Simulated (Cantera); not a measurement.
What does this Cantera script print?

```python
import numpy as np
import cantera as ct

gas_names = [...]  # 91 gases of nasa_gas.yaml made of C, Cl, H
cond_names = """
    C(gr) C6H6(L) C7H8(L) C8H18(L),n-octa
""".split()


# ... load() reads the species with a 1 bar reference pressure and builds the phases ...
atoms = {
    'CCl4': {'C': 1, 'CL': 4},
    'HCl': {'H': 1, 'CL': 1},
}
top_T = {'C(gr)': 4500}  # K; cautious upper limits of use, not melting points


# ... equilibrate(T, P, feed) seeds the gas with the atoms and calls Mixture.equilibrate('TP', solver="vcs", rtol=1e-11, max_steps=5000) ...
results = []
feed = {'CCl4': 1, 'HCl': 0.13}  # mol
P = 4000  # Pa
for T in [1248, 1398, 1548, 1698, 1848, 1998, 2148, 2298, 2448, 2598, 2748, 2898]:
    mix = equilibrate(T, P, feed)
    results.append((T, P, feed, dict(zip(mix.species_names, mix.species_moles))))

top = {s: max(r[3][s] / sum(r[3][g] for g in gas_names) for r in results) for s in gas_names}
cols = sorted((s for s in top if top[s] > 0.0001), key=lambda s: -top[s])[:9]
seen = [c for c in cond_names if any(r[3].get(c, 0) > 1e-12 for r in results)]
print("log10 of partial pressures in bar; condensed amounts in mol")
print(f"{'T/K':>10s}" + "".join(f"{s[:9]:>10s}" for s in cols + seen))
for T, P, feed, n in results:
    ng = sum(n[g] for g in gas_names)
    print(f"{T:10.4g}" + "".join(f"{np.log10(max(n[s] / ng * P / 1e5, 1e-99)):10.3f}" for s in cols)
          + "".join(f"{n.get(c, 0):10.4g}" for c in seen))
```

Output:

```
log10 of partial pressures in bar; condensed amounts in mol
       T/K        CL       CL2       HCL         H        C3         C        C2        H2     C(gr)
      1248    -2.837    -1.442    -2.620   -12.513   -23.585   -21.819   -24.673   -12.364    0.9999
      1398    -2.296    -1.486    -2.641   -11.079   -19.847   -18.590   -20.940   -11.508         1
      1548    -1.896    -1.598    -2.687    -9.912   -16.843   -15.988   -17.936   -10.801    0.9999
      1698    -1.633    -1.824    -2.762    -8.917   -14.378   -13.848   -15.466   -10.155    0.9998
      1848    -1.496    -2.181    -2.834    -8.008   -12.321   -12.057   -13.402    -9.466    0.9997
      1998    -1.441    -2.611    -2.874    -7.150   -10.579   -10.535   -11.652    -8.711    0.9997
      2148    -1.423    -3.039    -2.890    -6.364    -9.086    -9.228   -10.148    -7.967    0.9997
      2298    -1.416    -3.431    -2.897    -5.661    -7.793    -8.092    -8.844    -7.284    0.9997
      2448    -1.414    -3.783    -2.902    -5.039    -6.663    -7.096    -7.702    -6.675    0.9996
      2598    -1.413    -4.096    -2.911    -4.492    -5.667    -6.216    -6.695    -6.145    0.9989
      2748    -1.413    -4.377    -2.937    -4.020    -4.784    -5.433    -5.799    -5.704    0.9937
      2898    -1.413    -4.631    -2.998    -3.633    -3.995    -4.732    -4.997    -5.382    0.9627
```

Equilibrium computed with Cantera from the NASA thermochemical tables; the gas is ideal and each condensed phase is pure. The tables' values for CCl are old estimates; treat these amounts as uncertain.
